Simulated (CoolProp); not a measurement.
Fluorine along the isotherm -154.05 °C: Z from the reference equation and from simpler models built on Tc = -128.7 °C, pc = 5240 kPa, ω = 0.045; each cubic takes its own stable root.

Values from CoolProp's reference Helmholtz-energy equation of state, de Reuck 1990.

```json
[
 {"p (kPa)": "63.2", "phase": "gas", "reference": "0.9927", "Redlich-Kwong": "0.9929", "Peng-Robinson": "0.9923"},
 {"p (kPa)": "92.8", "phase": "gas", "reference": "0.9893", "Redlich-Kwong": "0.9895", "Peng-Robinson": "0.9887"},
 {"p (kPa)": "136", "phase": "gas", "reference": "0.9843", "Redlich-Kwong": "0.9846", "Peng-Robinson": "0.9834"},
 {"p (kPa)": "200", "phase": "gas", "reference": "0.9767", "Redlich-Kwong": "0.9772", "Peng-Robinson": "0.9754"},
 {"p (kPa)": "294", "phase": "gas", "reference": "0.9655", "Redlich-Kwong": "0.9662", "Peng-Robinson": "0.9636"},
 {"p (kPa)": "431", "phase": "gas", "reference": "0.9487", "Redlich-Kwong": "0.9498", "Peng-Robinson": "0.9460"},
 {"p (kPa)": "632", "phase": "gas", "reference": "0.9232", "Redlich-Kwong": "0.9248", "Peng-Robinson": "0.9193"},
 {"p (kPa)": "928", "phase": "gas", "reference": "0.8831", "Redlich-Kwong": "0.8859", "Peng-Robinson": "0.8778"},
 {"p (kPa)": "1360", "phase": "gas", "reference": "0.8175", "Redlich-Kwong": "0.8230", "Peng-Robinson": "0.8112"},
 {"p (kPa)": "2000", "phase": "liquid", "reference": "0.06285", "Redlich-Kwong": "0.06580", "Peng-Robinson": "0.05795"},
 {"p (kPa)": "2940", "phase": "liquid", "reference": "0.09176", "Redlich-Kwong": "0.09560", "Peng-Robinson": "0.08429"},
 {"p (kPa)": "4310", "phase": "liquid", "reference": "0.1333", "Redlich-Kwong": "0.1380", "Peng-Robinson": "0.1219"},
 {"p (kPa)": "6320", "phase": "liquid", "reference": "0.1932", "Redlich-Kwong": "0.1985", "Peng-Robinson": "0.1756"},
 {"p (kPa)": "9280", "phase": "liquid", "reference": "0.2793", "Redlich-Kwong": "0.2846", "Peng-Robinson": "0.2522"},
 {"p (kPa)": "13600", "phase": "liquid", "reference": "0.4016", "Redlich-Kwong": "0.4054", "Peng-Robinson": "0.3600"},
 {"p (kPa)": "20000", "phase": "liquid", "reference": "0.5771", "Redlich-Kwong": "0.5770", "Peng-Robinson": "0.5136"}
]
```
